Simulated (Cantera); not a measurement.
Cantera run:

```python
import numpy as np
import cantera as ct

gas_names = """
    H HNO HNO2 HNO3 HO2 H2 H2O H2O2 N NH NH2 NH3 NH2OH NO NO2 NO3 N2 N2H2 N2H4 N2O O OH O2 O3 Si SiH
    SiH2 SiH3 SiH4 SiN SiO SiO2 Si2 Si2N Si3
""".split()
cond_names = """
    H2O(s) H2O(L) Si(cr) Si(L) SiO2(Lqz) SiO2(hqz) SiO2(L) Si2N2O(s) Si3N4(a)
""".split()


def load(file, names, dense=False):
    # The tables refer to 1 bar. Condensed volumes are neglected.
    table = {s.name: s for s in ct.Species.list_from_file(file)}
    out = []
    for n in names:
        d = dict(table[n].input_data)
        d["thermo"] = dict(d["thermo"], **{"reference-pressure": 1e5})
        if dense:
            d["equation-of-state"] = {"model": "constant-volume", "density": "1e6 g/cm^3"}
        out.append(ct.Species.from_dict(d))
    return out


gas = ct.Solution(thermo="ideal-gas", species=load("nasa_gas.yaml", gas_names))
cond = {s.name: ct.Solution(thermo="fixed-stoichiometry", species=[s], name=s.name)
        for s in load("nasa_condensed.yaml", cond_names, dense=True)}
atoms = {
    'Si3N4': {'Si': 3, 'N': 4},
    'H2O': {'H': 2, 'O': 1},
    'H2': {'H': 2},
}
top_T = {'Si2N2O(s)': 2100, 'Si3N4(a)': 2400}  # K; cautious upper limits of use, not melting points


def equilibrate(T, P, feed):
    n = {}
    for name, mol in feed.items():
        for a, k in atoms[name].items():
            n[a] = n.get(a, 0.0) + k * mol
    gas.TPX = T, P, n
    mass = sum(n.values()) * gas.mean_molecular_weight
    gas.equilibrate("TP")
    valid = [c for c in cond.values() if c.min_temp <= T <= top_T.get(c.name, c.max_temp)]
    mix = ct.Mixture([(gas, mass / gas.mean_molecular_weight)] + [(c, 0.0) for c in valid])
    mix.T, mix.P = T, P
    mix.equilibrate("TP", solver="vcs", rtol=1e-11, max_steps=5000)
    return mix


results = []
feed = {'Si3N4': 1, 'H2O': 0.0079, 'H2': 18}  # mol
P = 80000  # Pa
for T in [1350, 1425, 1500, 1575, 1650, 1725, 1800, 1875, 1950, 2025]:
    mix = equilibrate(T, P, feed)
    results.append((T, P, feed, dict(zip(mix.species_names, mix.species_moles))))
    x = sorted(zip(gas.X, gas.species_names), reverse=True)
    print(f"T = {T:g} K  P = {P:g} Pa  gas = {mix.phase_moles(0):.4g} mol")
    print("   x: " + "  ".join(f"{s} {v:.3e}" for v, s in x if v > 1e-06))
    print("   condensed (mol): " + ("  ".join(f"{mix.phase(i).name} {mix.phase_moles(i):.4g}"
          for i in range(1, mix.n_phases) if mix.phase_moles(i) > 1e-12) or "none"))
```

It prints:

```
T = 1350 K  P = 80000 Pa  gas = 18.01 mol
   x: H2 9.999e-01  N2 1.458e-04  H 2.664e-06
   condensed (mol): Si2N2O(s) 0.0079  Si3N4(a) 0.9947
T = 1425 K  P = 80000 Pa  gas = 18.01 mol
   x: H2 9.998e-01  N2 1.460e-04  H 7.626e-06
   condensed (mol): Si2N2O(s) 0.007899  Si3N4(a) 0.9947
T = 1500 K  P = 80000 Pa  gas = 18.01 mol
   x: H2 9.998e-01  N2 1.470e-04  H 1.968e-05
   condensed (mol): Si2N2O(s) 0.007885  Si3N4(a) 0.9947
T = 1575 K  P = 80000 Pa  gas = 18.01 mol
   x: H2 9.997e-01  N2 2.413e-04  H 4.646e-05  SiO 6.127e-06  SiH2 3.755e-06
   condensed (mol): Si(cr) 0.002433  Si2N2O(s) 0.007789  Si3N4(a) 0.9939
T = 1650 K  P = 80000 Pa  gas = 18.02 mol
   x: H2 9.990e-01  N2 8.619e-04  H 1.015e-04  SiO 2.951e-05  SiH2 8.648e-06
   condensed (mol): Si(cr) 0.01891  Si2N2O(s) 0.007367  Si3N4(a) 0.9885
T = 1725 K  P = 80000 Pa  gas = 18.07 mol
   x: H2 9.966e-01  N2 3.064e-03  H 2.073e-04  SiO 1.191e-04  SiH2 1.718e-05  SiH 1.619e-06  NH3 1.514e-06  Si 1.269e-06
   condensed (mol): Si(L) 0.07766  Si2N2O(s) 0.005745  Si3N4(a) 0.9694
T = 1800 K  P = 80000 Pa  gas = 18.22 mol
   x: H2 9.881e-01  N2 1.101e-02  SiO 4.100e-04  H 3.979e-04  SiH2 2.958e-05  SiH 4.026e-06  Si 3.970e-06  NH3 2.406e-06
   condensed (mol): Si(L) 0.2924  Si2N2O(s) 0.0004231  Si3N4(a) 0.8995
T = 1875 K  P = 80000 Pa  gas = 18.69 mol
   x: H2 9.632e-01  N2 3.558e-02  H 7.193e-04  SiO 4.224e-04  SiH2 4.786e-05  Si 1.132e-05  SiH 9.213e-06  NH3 3.584e-06  Si2N 1.015e-06
   condensed (mol): Si(L) 0.9882  Si3N4(a) 0.6675
T = 1950 K  P = 80000 Pa  gas = 20.03 mol
   x: H2 8.984e-01  N2 9.985e-02  H 1.215e-03  SiO 3.942e-04  SiH2 7.125e-05  Si 2.976e-05  SiH 1.930e-05  NH3 4.713e-06  Si2N 3.409e-06  SiN 2.475e-06
   condensed (mol): Si(L) 2.989
T = 2025 K  P = 80000 Pa  gas = 20.04 mol
   x: H2 8.975e-01  N2 9.980e-02  H 2.039e-03  SiO 3.941e-04  SiH2 1.097e-04  Si 7.277e-05  SiH 3.948e-05  Si2N 6.476e-06  SiN 5.047e-06  NH3 4.143e-06
   condensed (mol): Si(L) 2.987
```

Equilibrium computed with Cantera from the NASA thermochemical tables; the gas is ideal and each condensed phase is pure. Mutual solubility and eutectic melting of coexisting phases are not modelled. Gases not in the tables: Si2H6 and higher silanes.
